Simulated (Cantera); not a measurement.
Input: 1 mol V, 15 mol NH3, held at 1125 °C and 12.0 Pa.

Cantera equilibrium calculation (NASA polynomials, part measured and part estimated; ideal gas, pure solids and liquids). Candidate condensed phases: V, VN; 11 gas species. VN: taken at fixed stoichiometry. Condensed phases not in the tables: V2N. Kinetics and transport are ignored.

Base state: H2 0.762, N2 0.237, H 0.000377 (mole fractions); condensed: VN(s).

Task: What changes in the equilibrium state with this change: temperature from 1125 °C to 2077 °C?

Result: 
| species | before | after |
|---|---|---|
| H | 0.000377 | 0.560 |
| H2 | 0.762 | 0.242 |
| N2 | 0.237 | 0.174 |
| V | 1.39e-9 | 0.0232 |
| VN(s), mol | 1.00 | 0 |
